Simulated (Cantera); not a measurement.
**Low-pressure radical oxidation in H2/O2**

An isothermal, constant-pressure homogeneous reactor starts with H₂ : O₂ = 0.028 : 3.7 (molar parts), equivalence ratio 0.0038, at 900 K and 10.00 Torr.

Model: GRI-Mech 3.0 (53 species, 325 reactions), integrated in Cantera. Radical loss at walls, strong at low pressure, is not modelled. Below about 950 K walls govern HO2 and H2O2 in real vessels.

```
t (s)         x H₂   x O₂    x H₂O₂     x HO₂      x OH     x H₂O       x H
--------  --------  -----  --------  --------  --------  --------  --------
5.00e-5    0.00751  0.992    <1e-12    <1e-12    <1e-12    <1e-12    <1e-12
0.000195   0.00751  0.992    <1e-12    <1e-12    <1e-12    <1e-12    <1e-12
0.000758   0.00751  0.992    <1e-12  2.69e-12  1.48e-12    <1e-12  1.21e-12
0.00295    0.00751  0.992    <1e-12  1.11e-11  1.07e-11  1.53e-11  4.65e-12
0.0115     0.00751  0.992    <1e-12  1.13e-10  6.20e-10   1.66e-9  2.34e-10
0.0447     0.00532  0.991   9.10e-8   4.82e-6  0.000385   0.00182  0.000361
0.174      2.88e-5  0.992   1.68e-8   1.20e-6   5.62e-5   0.00747   1.53e-5
0.678      1.82e-6  0.992   8.77e-9   3.08e-7   1.54e-5   0.00753   4.54e-7
2.64       1.49e-7  0.992   4.38e-9   6.06e-8   4.61e-6   0.00754   1.18e-8
10.3       1.00e-8  0.992   1.45e-9   9.28e-9   1.50e-6   0.00754  3.85e-10
40.0      5.54e-10  0.992  3.85e-10   1.55e-9   5.68e-7   0.00754  2.09e-11
```
x: mole fraction; the columns are a selection and need not sum to one.

Equilibrium at this temperature and pressure: H₂ <1e-12, O₂ 0.992, H₂O₂ <1e-12, HO₂ 4.71e-11, OH 1.57e-8, H₂O 0.00754, H <1e-12 (gas phase only).
